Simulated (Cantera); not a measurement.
Charge: 1 mol CaF2, 0.039 mol HF, 52 mol H2, at 1477 °C and 76000 Pa.

Cantera equilibrium calculation (NASA polynomials, part measured and part estimated; ideal gas, pure solids and liquids). Candidate condensed phases: Ca, CaF2; 15 gas species. Equilibrium is a limit: real reactors are often held back by kinetics, nucleation or transport.

Base state: H2 0.999, HF 0.000805, H 0.000267, CaF2 0.000233, CaF 3.10e-5, Ca 1.23e-5 (mole fractions); condensed: CaF2(l).

Task: What changes in the equilibrium state with this change: pressure from 76000 Pa to 1000 Pa?

Result: 
```json
[
 {"species": "H2", "before": "0.999", "after": "0.973"},
 {"species": "CaF2", "before": "0.000233", "after": "0.0151"},
 {"species": "HF", "before": "0.000805", "after": "0.00563"},
 {"species": "Ca", "before": "1.23e-5", "after": "0.00121"},
 {"species": "CaF", "before": "3.10e-5", "after": "0.00247"},
 {"species": "H", "before": "0.000267", "after": "0.00229"},
 {"species": "CaF2(l), mol", "before": "0.986", "after": "0"}
]
```
